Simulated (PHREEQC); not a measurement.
1 kg of water holding 0.0067 mol/kgw NaCl and 0.014 mol/kgw Na2SO4 is evaporated at 25 °C; the solids stay in contact with the brine. CO2 from the air is kept out. Solids allowed: Halite, Mirabilite, Thenardite. Others were left out.

The series has 28 steps of water left (kg), from 1 to 0.0034.

The numbers come from PHREEQC with the Pitzer model, pitzer.dat.

Which solids form, in which order, and at which step of the series does each first stand?

Mirabilite from water left = 0.006998 kg.
